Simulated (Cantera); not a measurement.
Cantera run, input and output.

```python
import numpy as np
import cantera as ct

gas = ct.Solution("h2o2.yaml")
gas.TPX = 550, 13332, {'H2': 1, 'O2': 0.943, 'N2': 3.55}
flame = ct.FreeFlame(gas, width=0.16)
flame.set_refine_criteria(ratio=3, slope=0.08, curve=0.16)
flame.transport_model = "mixture-averaged"
flame.solve(loglevel=0, auto=True)
z, T = flame.grid, flame.T
thick = (T[-1] - T[0]) / np.gradient(T, z).max()
show = ['H2', 'O2', 'H2O', 'OH', 'O', 'H']
print(f"laminar burning velocity  {flame.velocity[0] * 100:.3f} cm/s")
print(f"burnt temperature         {T[-1]:.1f} K")
print(f"thermal thickness         {thick * 1e3:.4f} mm")
print(f"grid points               {len(z)}")
z0 = z[flame.heat_release_rate.argmax()]
print(f"{'z/mm':>9s}{'T/K':>9s}{'u/(m/s)':>9s}" + "".join(f"{s:>11s}" for s in show))
rows = []
for k in (-3, -2, -1.5, -1, -0.5, -0.25, 0, 0.25, 0.5, 1, 2, 4, 8):
    zz = z0 + k * thick
    rows.append([k * thick, np.interp(zz, z, T), np.interp(zz, z, flame.velocity),
                 *(np.interp(zz, z, flame.X[gas.species_index(s)]) for s in show)])
    print(f"{rows[-1][0] * 1e3:9.3f}{rows[-1][1]:9.1f}{rows[-1][2]:9.3f}" + "".join(f"{x:11.3e}" for x in rows[-1][3:]))
```

It prints:

```
laminar burning velocity  311.954 cm/s
burnt temperature         1898.1 K
thermal thickness         5.7867 mm
grid points               126
     z/mm      T/K  u/(m/s)         H2         O2        H2O         OH          O          H
  -17.360    550.0    3.120  1.820e-01  1.717e-01  2.096e-14  9.528e-19  3.583e-17  1.070e-16
  -11.573    550.0    3.120  1.820e-01  1.717e-01  1.384e-11  3.857e-15  1.283e-13  1.301e-12
   -8.680    550.0    3.120  1.820e-01  1.717e-01  6.276e-10  3.376e-13  9.844e-12  1.778e-10
   -5.787    550.0    3.119  1.820e-01  1.717e-01  3.251e-07  1.247e-09  5.636e-09  1.629e-07
   -2.893    567.9    3.206  1.771e-01  1.719e-01  1.257e-03  5.610e-05  1.141e-05  2.566e-04
   -1.447    717.0    3.979  1.500e-01  1.683e-01  1.564e-02  3.662e-04  2.501e-04  4.901e-03
    0.000   1032.9    5.591  7.220e-02  1.384e-01  8.135e-02  2.094e-03  5.065e-03  2.511e-02
    1.447   1270.5    6.815  2.014e-02  1.006e-01  1.455e-01  5.396e-03  1.277e-02  3.276e-02
    2.893   1387.8    7.406  1.280e-02  9.235e-02  1.597e-01  6.997e-03  1.410e-02  2.717e-02
    5.787   1512.0    8.010  1.107e-02  8.960e-02  1.677e-01  8.544e-03  1.253e-02  1.870e-02
   11.573   1632.1    8.579  8.869e-03  8.802e-02  1.756e-01  9.446e-03  9.708e-03  1.103e-02
   23.147   1735.9    9.058  6.079e-03  8.730e-02  1.832e-01  9.186e-03  6.449e-03  5.367e-03
   46.294   1813.3    9.409  3.432e-03  8.735e-02  1.895e-01  7.708e-03  3.563e-03  2.050e-03
```

Cantera simulation using the H2/O2 subset of GRI-Mech 3.0, which has no nitrogen chemistry; the numbers are that mechanism's predictions, not measurements. Burning velocities carry a grid error of a few per cent, more on coarse grids. Lean hydrogen flames are cellular in practice and burn faster than this planar one.
